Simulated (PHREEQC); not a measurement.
PHREEQC input (Pitzer model, pitzer.dat):

```
SOLUTION 1
  temp 20
  units mol/kgw
  pH 7 charge
  Cl 0.40076
  Sr 0.2
  C(4) 4e-05
  K 0.00076
SOLUTION 2
  temp 20
  units mol/kgw
  pH 7 charge
  Cl 0.07196
  Na 0.071
  K 0.00096
END
SELECTED_OUTPUT 1
  -reset false
  -pH true
  -pe true
  -ionic_strength true
  -water true
  -totals C Cl K Na Sr
  -molalities H+ Na+ K+ Sr+2 Cl- CO3-2 OH- HCO3- CO2
  -equilibrium_phases Halite Kalicinite Nahcolite Natron Sylvite Trona
PRINT
  -reset false
MIX 1
  1 1
  2 0
EQUILIBRIUM_PHASES 1
  Halite 0 0
  Kalicinite 0 0
  Nahcolite 0 0
  Natron 0 0
  Sylvite 0 0
  Trona 0 0
END
# ... the last block is repeated for the other 20 points of share of solution B
```

Selected output (columns that matter, 21 of 21 rows; share of solution B added in front):

```
share of solution B	pH	mu	C	Cl	K	Na	Sr	m_H+	m_Na+	m_K+	m_Sr+2	m_Cl-	m_OH-	m_HCO3-
0	5.3182	0.60077	4e-05	0.40076	0.00076	0	0.2	6.2231e-06	0	0.00076	0.2	0.40076	3.3284e-09	6.2188e-06
0.05	5.3335	0.57433	3.8e-05	0.38432	0.00077	0.00355	0.19	6.0182e-06	0.00355	0.00077	0.19	0.38432	3.3798e-09	6.0138e-06
0.1	5.3495	0.54789	3.6e-05	0.36788	0.00078	0.0071	0.18	5.8089e-06	0.0071	0.00078	0.18	0.36788	3.4361e-09	5.8045e-06
0.15	5.3663	0.52145	3.4e-05	0.35144	0.00079	0.01065	0.17	5.5949e-06	0.01065	0.00079	0.17	0.35144	3.4981e-09	5.5905e-06
0.2	5.384	0.495	3.2e-05	0.335	0.0008	0.0142	0.16	5.376e-06	0.0142	0.0008	0.16	0.335	3.5667e-09	5.3716e-06
0.25	5.4029	0.46857	3e-05	0.31856	0.00081	0.01775	0.15	5.1519e-06	0.01775	0.00081	0.15	0.31856	3.6431e-09	5.1474e-06
0.3	5.4229	0.44212	2.8e-05	0.30212	0.00082	0.0213	0.14	4.9221e-06	0.0213	0.00082	0.14	0.30212	3.7287e-09	4.9176e-06
0.35	5.4443	0.41569	2.6e-05	0.28568	0.00083	0.02485	0.13	4.6861e-06	0.02485	0.00083	0.13	0.28568	3.8255e-09	4.6816e-06
0.4	5.4673	0.38924	2.4e-05	0.26924	0.00084	0.0284	0.12	4.4436e-06	0.0284	0.00084	0.12	0.26924	3.9357e-09	4.439e-06
0.45	5.4922	0.3628	2.2e-05	0.2528	0.00085	0.03195	0.11	4.1938e-06	0.03195	0.00085	0.11	0.2528	4.0628e-09	4.1891e-06
0.5	5.5193	0.33636	2e-05	0.23636	0.00086	0.0355	0.1	3.936e-06	0.0355	0.00086	0.1	0.23636	4.2111e-09	3.9312e-06
0.55	5.5491	0.30992	1.8e-05	0.21992	0.00087	0.03905	0.09	3.6692e-06	0.03905	0.00087	0.09	0.21992	4.3867e-09	3.6642e-06
0.6	5.5823	0.28348	1.6e-05	0.20348	0.00088	0.0426	0.08	3.3921e-06	0.0426	0.00088	0.08	0.20348	4.5987e-09	3.387e-06
0.65	5.6197	0.25704	1.4e-05	0.18704	0.00089	0.04615	0.07	3.1033e-06	0.04615	0.00089	0.07	0.18704	4.8607e-09	3.0979e-06
0.7	5.6626	0.2306	1.2e-05	0.1706	0.0009	0.0497	0.06	2.8005e-06	0.0497	0.0009	0.06	0.1706	5.1943e-09	2.7948e-06
0.75	5.7131	0.20416	1e-05	0.15416	0.00091	0.05325	0.05	2.4806e-06	0.05325	0.00091	0.05	0.15416	5.637e-09	2.4746e-06
0.8	5.7747	0.17772	8e-06	0.13772	0.00092	0.0568	0.04	2.1392e-06	0.0568	0.00092	0.04	0.13772	6.259e-09	2.1326e-06
0.85	5.8538	0.15128	6e-06	0.12128	0.00093	0.06035	0.03	1.7686e-06	0.06035	0.00093	0.03	0.12128	7.2137e-09	1.7611e-06
0.9	5.9653	0.12484	4e-06	0.10484	0.00094	0.0639	0.02	1.3543e-06	0.0639	0.00094	0.02	0.10484	8.9204e-09	1.345e-06
0.95	6.157	0.098401	2e-06	0.0884	0.00095	0.06745	0.01	8.5906e-07	0.06745	0.00095	0.01	0.0884	1.3203e-08	8.4559e-07
1	7.0721	0.07196	0	0.07196	0.00096	0.071	0	1.0257e-07	0.071	0.00096	0	0.07196	1.0257e-07	0
```

Species that the database lacks are ignored.
